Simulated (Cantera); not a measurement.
Mixture: CH4 : CO : O2 : N2 = 1 : 0.28 : 1.43 : 5.36 (molar parts), equivalence ratio 1.5, at 750000 Pa, adiabatic and at constant volume. Ignition delay is the time to a rise of 400 K.

Computed with Cantera and GRI-Mech 3.0 (53 species, 325 reactions).

Q: What does this change do: CH4 1 to 2.4 parts?

A: 
```csv
quantity,before,after
delay at 1048 K,0.115 s,0.168 s
delay at 1248 K,5.61 ms,8.64 ms
delay at 1448 K,0.511 ms,0.788 ms
delay at 1648 K,70.3 µs,0.101 ms
apparent activation energy between 1548 and 1748 K,200 kJ/mol,210 kJ/mol
```

Q: What does this change do: CO 0.28 to 0.7 parts?

A: 
| quantity | before | after |
|---|---|---|
| delay at 1048 K | 0.115 s | 0.178 s |
| delay at 1248 K | 5.61 ms | 7.38 ms |
| delay at 1448 K | 0.511 ms | 0.599 ms |
| delay at 1648 K | 70.3 µs | 76.7 µs |
| apparent activation energy between 1548 and 1748 K | 200 kJ/mol | 210 kJ/mol |
